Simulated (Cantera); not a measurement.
Input: 1 mol CH4, 0.033 mol H2O, 10 mol N2, held at 13.0 bar.

Method: chemical equilibrium by Gibbs-energy minimisation in Cantera with the NASA 1993 tables (ideal gas, pure condensed phases). Candidate condensed phases: C, C6H6, C7H8, C8H18, H2O; 136 gas species. The numbers say what is thermodynamically allowed, not how fast it happens.

x: gas mole fraction; n: condensed amount in mol.

```json
[
 {"T (°C)": "1427", "x N2": "0.828", "x H2": "0.167", "x HCN": "0.00136", "x H": "1.67e-5", "x HNC": "4.08e-5", "n C(graphite)": "0.945"},
 {"T (°C)": "1527", "x N2": "0.828", "x H2": "0.167", "x HCN": "0.00228", "x H": "4.05e-5", "x HNC": "8.66e-5", "n C(graphite)": "0.934"},
 {"T (°C)": "1627", "x N2": "0.827", "x H2": "0.166", "x HCN": "0.00361", "x H": "8.97e-5", "x HNC": "0.000169", "n C(graphite)": "0.917"},
 {"T (°C)": "1727", "x N2": "0.826", "x H2": "0.165", "x HCN": "0.00544", "x H": "0.000183", "x HNC": "0.000309", "n C(graphite)": "0.893"},
 {"T (°C)": "1827", "x N2": "0.825", "x H2": "0.164", "x HCN": "0.00788", "x H": "0.000350", "x HNC": "0.000532", "n C(graphite)": "0.858"},
 {"T (°C)": "1927", "x N2": "0.823", "x H2": "0.162", "x HCN": "0.0110", "x H": "0.000628", "x HNC": "0.000868", "n C(graphite)": "0.812"},
 {"T (°C)": "2027", "x N2": "0.820", "x H2": "0.159", "x HCN": "0.0148", "x H": "0.00107", "x HNC": "0.00135", "n C(graphite)": "0.753"},
 {"T (°C)": "2127", "x N2": "0.817", "x H2": "0.156", "x HCN": "0.0195", "x H": "0.00174", "x HNC": "0.00202", "n C(graphite)": "0.679"},
 {"T (°C)": "2227", "x N2": "0.814", "x H2": "0.151", "x HCN": "?", "x H": "?", "x HNC": "?", "n C(graphite)": "?"},
 {"T (°C)": "2327", "x N2": "0.809", "x H2": "0.146", "x HCN": "0.0310", "x H": "0.00407", "x HNC": "0.00405", "n C(graphite)": "0.481"},
 {"T (°C)": "2427", "x N2": "0.804", "x H2": "0.140", "x HCN": "0.0377", "x H": "0.00590", "x HNC": "0.00547", "n C(graphite)": "0.355"},
 {"T (°C)": "2527", "x N2": "0.799", "x H2": "0.133", "x HCN": "?", "x H": "?", "x HNC": "?", "n C(graphite)": "?"},
 {"T (°C)": "2627", "x N2": "0.792", "x H2": "0.125", "x HCN": "0.0526", "x H": "0.0113", "x HNC": "0.00915", "n C(graphite)": "0.0509"},
 {"T (°C)": "2727", "x N2": "0.789", "x H2": "0.121", "x HCN": "0.0546", "x H": "0.0152", "x HNC": "0.0103", "n C(graphite)": "0"}
]
```

Some entries are withheld; supply them.


- 2527, x HCN: 0.0450
- 2527, x H: 0.00827
- 2527, x HNC: 0.00717
- 2527, n C(graphite): 0.212
- 2227, x HCN: 0.0248
- 2227, x H: 0.00271
- 2227, x HNC: 0.00291
- 2227, n C(graphite): 0.589
